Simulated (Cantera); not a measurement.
# Moist CO burnout

A perfectly stirred reactor is fed with 0.425 % CO, 0.672 % O2, 0.119 % H2O, 98.8 % N2, equivalence ratio 0.32, at 8.39 atm; it is held at 1425 K, and followed from long to short residence time.

Cantera simulation using GRI-Mech 3.0 (53 species, 325 reactions); the numbers are that mechanism's predictions, not measurements.

```json
[
 {"τ (s)": "0.88", "x CO": "3.64e-5", "x O2": "0.00462", "x H2O": "0.00118", "x NO": "1.77e-6", "x OH": "5.56e-6", "x H": "5.10e-8"},
 {"τ (s)": "0.25", "x CO": "9.30e-5", "x O2": "0.00464", "x H2O": "0.00118", "x NO": "1.99e-6", "x OH": "7.45e-6", "x H": "1.51e-7"},
 {"τ (s)": "0.071", "x CO": "0.000235", "x O2": "0.00471", "x H2O": "0.00118", "x NO": "2.01e-6", "x OH": "9.89e-6", "x H": "4.44e-7"},
 {"τ (s)": "0.020", "x CO": "0.000570", "x O2": "0.00487", "x H2O": "0.00118", "x NO": "1.58e-6", "x OH": "1.30e-5", "x H": "1.25e-6"},
 {"τ (s)": "0.0057", "x CO": "0.00124", "x O2": "0.00520", "x H2O": "0.00117", "x NO": "9.06e-7", "x OH": "1.69e-5", "x H": "3.08e-6"},
 {"τ (s)": "0.0016", "x CO": "0.00231", "x O2": "0.00573", "x H2O": "0.00116", "x NO": "3.46e-7", "x OH": "2.03e-5", "x H": "5.94e-6"},
 {"τ (s)": "0.00046", "x CO": "0.00342", "x O2": "0.00628", "x H2O": "0.00116", "x NO": "7.11e-8", "x OH": "2.01e-5", "x H": "7.33e-6"}
]
```
x: mole fraction; the columns are a selection and need not sum to one.
